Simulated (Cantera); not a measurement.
An isothermal, constant-pressure homogeneous reactor starts with 87.0 % N₂O, 13.0 % H₂O, at 1298 K and 56.3 Torr.

Detailed kinetics in Cantera: GRI-Mech 3.0 (53 species, 325 reactions). GRI-Mech 3.0 was tuned for natural gas; its chemistry of N2O as a main component is partial and can be far from experiment. The mechanism lacks the step 2 NO + O2 → 2 NO2, which can matter for NO2 below about 1400 K. The temperature is held fixed by assumption; the heat of reaction is taken as removed at once.

x: mole fraction; the columns are a selection and need not sum to one.

```tsv
t (s)	x N₂O	x H₂O	x H	x OH	x NO	x NO₂	x H₂O₂
6.00e-6	0.870	0.130	<1e-12	1.86e-8	1.42e-8	<1e-12	<1e-12
2.10e-5	0.870	0.130	1.64e-11	2.09e-7	1.59e-7	<1e-12	<1e-12
7.33e-5	0.870	0.130	5.75e-10	1.93e-6	1.48e-6	1.47e-12	4.61e-12
0.000256	0.869	0.130	5.49e-9	1.15e-5	9.12e-6	4.02e-10	4.14e-10
0.000896	0.869	0.130	2.17e-8	4.13e-5	3.79e-5	___	2.37e-8
0.00313	0.868	0.130	4.29e-8	7.57e-5	0.000136	___	2.28e-7
0.0110	0.864	0.130	4.73e-8	8.50e-5	0.000454	___	1.82e-7
0.0383	0.849	0.129	4.56e-8	9.26e-5	0.00150	___	1.17e-7
0.134	0.802	0.127	4.05e-8	0.000101	0.00504	___	5.91e-8
0.468	0.664	0.121	3.94e-8	0.000109	0.0158	___	2.55e-8
1.64	0.371	0.108	4.75e-8	0.000105	0.0383	___	1.41e-8
5.72	0.0729	0.0942	5.72e-8	8.92e-5	0.0597	___	9.08e-9
20.0	0.00160	0.0910	3.62e-9	3.24e-5	0.0631	___	1.59e-9
```

### Question
Some entries are withheld; supply them.

### Answer

- 0.000896, x NO₂: 7.98e-8
- 0.00313, x NO₂: 4.15e-6
- 0.0110, x NO₂: 4.49e-5
- 0.0383, x NO₂: 0.000226
- 0.134, x NO₂: 0.000576
- 0.468, x NO₂: 0.000784
- 1.64, x NO₂: 0.000543
- 5.72, x NO₂: 0.000165
- 20.0, x NO₂: 0.000130
